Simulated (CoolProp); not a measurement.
The numbers come from the reference Helmholtz-energy equation of state, Lemmon 2006 in CoolProp. It is a short technical equation, of lower accuracy than the large ones.

**Question.** For CH3F (R41), give the phase and the cv (kJ/(kg K)), isothermal compressibility (1/MPa), fugacity coefficient at 117.75 °C and 11.5 MPa; -87.05 °C and 1.56 MPa.

**Answer.** 
- 117.75 °C and 11.5 MPa: supercritical; cv 1.26, isothermal compressibility 0.131, fugacity coefficient 0.678
- -87.05 °C and 1.56 MPa: liquid; cv 1.30, isothermal compressibility 0.00135, fugacity coefficient 0.0395
